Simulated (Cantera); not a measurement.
Low-pressure radical oxidation in H2/O2

An isothermal, constant-pressure homogeneous reactor starts with H2 : O2 : N2 = 0.0099 : 1 : 0.11 (molar parts), equivalence ratio 0.0050, at 1348 K and 0.0132 atm.

Detailed kinetics in Cantera: the H2/O2 subset of GRI-Mech 3.0, which has no nitrogen chemistry. Radical loss at walls, strong at low pressure, is not modelled.

| t (s) | x H2 | x O2 | x H | x OH | x HO2 |
|---|---|---|---|---|---|
| 1.00e-5 | 0.00884 | 0.893 | 7.26e-10 | 1.48e-10 | 8.73e-10 |
| 3.47e-5 | 0.00884 | 0.893 | 1.72e-9 | 1.34e-9 | 3.03e-9 |
| 0.000120 | 0.00884 | 0.893 | 2.96e-9 | 8.49e-9 | 1.05e-8 |
| 0.000416 | 0.00884 | 0.893 | 7.59e-9 | 4.92e-8 | 3.64e-8 |
| 0.00144 | 0.00884 | 0.893 | 1.09e-7 | 9.35e-7 | 1.27e-7 |
| 0.00500 | 0.00427 | 0.889 | 0.000306 | 0.00181 | 7.00e-7 |
| 0.0173 | 3.41e-5 | 0.885 | 0.000265 | 0.00103 | 4.40e-7 |
| 0.0600 | 3.08e-5 | 0.885 | 0.000227 | 0.000981 | 4.19e-7 |
| 0.208 | 2.24e-5 | 0.887 | 0.000138 | 0.000837 | 3.55e-7 |
| 0.721 | 9.69e-6 | 0.890 | 3.84e-5 | 0.000551 | 2.23e-7 |
| 2.50 | 2.04e-6 | 0.892 | 3.64e-6 | 0.000253 | 8.39e-8 |
| 8.66 | 2.84e-7 | 0.892 | 1.88e-7 | 9.47e-5 | 2.23e-8 |
| 30.0 | 4.40e-8 | 0.892 | 1.15e-8 | 3.73e-5 | 1.36e-8 |
x: mole fraction; the columns are a selection and need not sum to one.

Equilibrium at this temperature and pressure: H2 1.62e-8, O2 0.892, H 2.56e-9, OH 2.27e-5, HO2 1.74e-8 (gas phase only).
